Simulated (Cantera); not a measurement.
Low-pressure radical oxidation in H2/O2

A perfectly stirred reactor is fed with H₂ : O₂ = 0.057 : 1 (molar parts), at 20.0 Torr; it is held at 1198 K, and followed from long to short residence time.

Computed with Cantera and GRI-Mech 3.0 (53 species, 325 reactions). Radical loss at walls, strong at low pressure, is not modelled. The temperature is held fixed by assumption; the heat of reaction is taken as removed at once.

| τ (s) | x H₂ | x O₂ | x HO₂ | x H₂O₂ | x H₂O | x O |
|---|---|---|---|---|---|---|
| 3.1 | 6.29e-5 | 0.944 | 1.29e-6 | 8.51e-8 | 0.0551 | 0.000620 |
| 1.1 | 0.000118 | 0.943 | 1.98e-6 | 1.12e-7 | 0.0549 | 0.00122 |
| 0.41 | 0.000212 | 0.942 | 2.85e-6 | 1.40e-7 | 0.0545 | 0.00230 |
| 0.15 | 0.000382 | 0.940 | 3.92e-6 | 1.70e-7 | 0.0540 | 0.00429 |
| 0.055 | 0.000682 | 0.936 | 5.09e-6 | 1.99e-7 | 0.0530 | 0.00765 |
| 0.020 | 0.00122 | 0.930 | 6.23e-6 | 2.28e-7 | 0.0512 | 0.0127 |
| 0.0073 | 0.00222 | 0.923 | 7.17e-6 | 2.64e-7 | 0.0484 | 0.0186 |
| 0.0027 | 0.00416 | 0.917 | 7.80e-6 | 3.19e-7 | 0.0443 | 0.0227 |
| 0.00097 | 0.00847 | 0.916 | 8.08e-6 | 4.11e-7 | 0.0382 | 0.0226 |
| 0.00035 | 0.0179 | 0.921 | 7.75e-6 | 4.88e-7 | 0.0286 | 0.0176 |
| 0.00013 | 0.0364 | 0.933 | 6.31e-6 | 3.13e-7 | 0.0131 | 0.00827 |
x: mole fraction; the columns are a selection and need not sum to one.
